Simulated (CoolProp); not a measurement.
Saturation properties of sulfur hexafluoride (Tc = 45.6 °C, pc = 3.755 MPa, ω = 0.210).

The numbers come from the reference Helmholtz-energy equation of state, Guder 2009 in CoolProp.

| T (°C) | p (MPa) | enthalpy of vaporisation (kJ/kg) | surface tension (mN/m) | liquid viscosity (µPa s) | vapour viscosity (µPa s) | liquid conductivity (mW/(m K)) |
|---|---|---|---|---|---|---|
| -29.05 | 0.5090 | 101.3 | 8.47 | 300 | ? | 70.8 |
| -26.35 | 0.5586 | 99.89 | 8.08 | 287 | 13.2 | 70.0 |
| -23.55 | 0.6138 | ? | 7.68 | 275 | 13.4 | 69.2 |
| -20.85 | 0.6707 | 96.98 | 7.30 | 263 | 13.5 | 68.4 |
| -18.05 | 0.7338 | 95.42 | ? | 251 | 13.7 | 67.5 |
| -15.35 | 0.7987 | 93.88 | 6.54 | 240 | 13.9 | 66.7 |
| -12.65 | 0.8678 | 92.29 | 6.17 | 229 | 14.0 | 65.8 |
| -9.85 | 0.9439 | 90.57 | 5.80 | 219 | 14.2 | ? |
| -7.15 | 1.022 | 88.87 | 5.44 | 209 | 14.4 | 64.1 |
| -4.45 | 1.105 | 87.09 | 5.08 | 199 | 14.6 | 63.2 |
| -1.65 | 1.196 | 85.18 | ? | 190 | 14.8 | 62.3 |
| 1.05 | 1.288 | 83.27 | 4.38 | 181 | 15.0 | 61.4 |
| 3.75 | 1.386 | 81.27 | 4.05 | 173 | 15.2 | 60.5 |

### Question
Fill in the missing entries.

### Answer

- -29.05, vapour viscosity (µPa s): 13.0
- -23.55, enthalpy of vaporisation (kJ/kg): 98.43
- -18.05, surface tension (mN/m): 6.91
- -9.85, liquid conductivity (mW/(m K)): 64.9
- -1.65, surface tension (mN/m): 4.72

Viscosity comes from a separate model (Quiñones-Cisneros 2012). Thermal conductivity comes from a separate model (Assael 2012). Surface tension comes from a separate correlation (Mulero 2012).
